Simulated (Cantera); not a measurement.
An isothermal, constant-pressure homogeneous reactor starts with H2 : O2 : N2 = 1.2 : 1 : 3.8 (molar parts), at 925 K and 0.550 bar. Integrator tolerance rtol = 1e-08.

Computed with Cantera and GRI-Mech 3.0 (53 species, 325 reactions). Below about 950 K walls govern HO2 and H2O2 in real vessels. The temperature is held fixed by assumption; the heat of reaction is taken as removed at once.

Q: What does this change do: H2 1.2 to 0.48 parts?

A: 
| quantity | before | after |
|---|---|---|
| x(H2) at 1.00 s | 0.0371 (gas-phase equilibrium 8.66e-12) | 0.00340 (gas-phase equilibrium 2.60e-12) |
| x(O2) at 1.00 s | 0.0911 (gas-phase equilibrium 0.0741) | 0.152 (gas-phase equilibrium 0.151) |
| x(H2O) at 1.00 s | 0.181 (gas-phase equilibrium 0.222) | 0.0916 (gas-phase equilibrium 0.0952) |
| x(N2O) at 1.00 s | 7.72e-9 (gas-phase equilibrium 4.53e-10) | 1.27e-8 (gas-phase equilibrium 6.93e-10) |
| x(NO) at 1.00 s | 1.55e-8 (gas-phase equilibrium 7.24e-6) | 3.48e-9 (gas-phase equilibrium 1.07e-5) |
| x(HO2) at 1.00 s | 3.58e-5 (gas-phase equilibrium 1.50e-10) | 1.62e-5 (gas-phase equilibrium 1.67e-10) |

Q: What does this change do: temperature 925 to 873 K?

A: 
| quantity | before | after |
|---|---|---|
| x(H2) at 1.00 s | 0.0371 (gas-phase equilibrium 8.66e-12) | 0.192 (gas-phase equilibrium 1.28e-12) |
| x(O2) at 1.00 s | 0.0911 (gas-phase equilibrium 0.0741) | 0.162 (gas-phase equilibrium 0.0741) |
| x(H2O) at 1.00 s | 0.181 (gas-phase equilibrium 0.222) | 0.00846 (gas-phase equilibrium 0.222) |
| x(N2O) at 1.00 s | 7.72e-9 (gas-phase equilibrium 4.53e-10) | 1.97e-10 (gas-phase equilibrium 2.39e-10) |
| x(NO) at 1.00 s | 1.55e-8 (gas-phase equilibrium 7.24e-6) | <1e-12 (gas-phase equilibrium 3.57e-6) |
| x(HO2) at 1.00 s | 3.58e-5 (gas-phase equilibrium 1.50e-10) | 3.02e-5 (gas-phase equilibrium 5.34e-11) |
